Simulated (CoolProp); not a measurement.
Vapour pressure (bar) of CH3F (R41): the reference equation beside estimates from Tc = 317.3 K, pc = 59.06 bar, ω = 0.200. Clausius-Clapeyron is anchored at 249.5 K with a constant enthalpy of vaporisation of 13.39 kJ/mol.

The numbers come from the reference Helmholtz-energy equation of state, Lemmon 2006 in CoolProp. It is a short technical equation, of lower accuracy than the large ones.

```tsv
T (K)	reference	Lee-Kesler	Clausius-Clapeyron	van der Waals	Redlich-Kwong	Soave-Redlich-Kwong	Peng-Robinson
244.2	8.500	8.621	8.805	18.89	10.96	8.643	8.553
246.8	9.273	9.411	9.439	19.86	11.86	9.442	9.339
249.5	10.13	10.29	10.13	20.90	12.84	10.33	10.21
252.1	11.01	11.19	10.83	21.94	13.84	11.24	11.11
254.8	11.98	12.18	11.58	23.05	14.93	12.25	12.10
257.4	12.98	13.19	12.35	24.15	16.03	13.28	13.12
260.1	14.08	14.31	13.18	25.33	17.24	14.42	14.24
262.7	15.20	15.45	14.01	26.49	18.46	15.58	15.38
265.4	16.44	16.71	14.91	27.74	19.78	16.85	16.64
268	17.70	17.98	15.82	28.98	21.12	18.15	17.93
270.7	19.08	19.38	16.79	30.29	22.57	19.58	19.34
273.3	20.48	20.80	17.77	31.60	24.03	21.03	20.78
276	22.03	22.36	18.83	32.99	25.61	22.62	22.35
278.6	23.59	23.93	19.88	34.37	27.20	24.22	23.95
```

Absolute difference from the reference over all 14 rows, mean and median: Lee-Kesler 1.6 and 1.6 %, Clausius-Clapeyron 7.5 and 7.1 %, van der Waals 79.7 and 77.1 %, Redlich-Kwong 22.0 and 21.9 %, Soave-Redlich-Kwong 2.3 and 2.5 %, Peng-Robinson 1.1 and 1.2 %.
